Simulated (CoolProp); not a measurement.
Properties of ethylbenzene along the isotherm 226.05 °C.

Model: reference Helmholtz-energy equation of state, Zhou 2012, in CoolProp.

| p (bar) | phase | Z | cv (kJ/(kg K)) | speed of sound (m/s) | fugacity coefficient |
|---|---|---|---|---|---|
| 0.286 | gas | 0.9942 | 1.868 | ? | 0.9942 |
| 0.483 | gas | 0.9901 | 1.870 | 200.0 | 0.9902 |
| 0.816 | gas | 0.9832 | 1.873 | ? | 0.9835 |
| 1.38 | gas | ? | 1.878 | ? | 0.9720 |
| 2.32 | gas | 0.9508 | 1.886 | 192.7 | 0.9530 |
| 3.92 | gas | 0.9139 | 1.903 | 185.7 | 0.9207 |
| 6.62 | gas | 0.8439 | 1.935 | 171.8 | ? |
| 11.2 | liquid | ? | 2.000 | 569.4 | 0.5406 |
| 18.8 | liquid | 0.07233 | 1.999 | 581.9 | 0.3316 |
| 31.8 | liquid | 0.1215 | 1.997 | 602.2 | 0.2061 |
| 53.7 | liquid | 0.2030 | 1.995 | 633.5 | ? |
| 90.6 | liquid | 0.3373 | ? | 680.3 | 0.09028 |

Problem. Complete the blanks.

Solution. 
- 0.286, speed of sound (m/s): 200.8
- 0.816, speed of sound (m/s): 198.8
- 1.38, Z: 0.9713
- 1.38, speed of sound (m/s): 196.5
- 6.62, fugacity coefficient: 0.8659
- 11.2, Z: 0.04328
- 53.7, fugacity coefficient: 0.1326
- 90.6, cv (kJ/(kg K)): 1.993
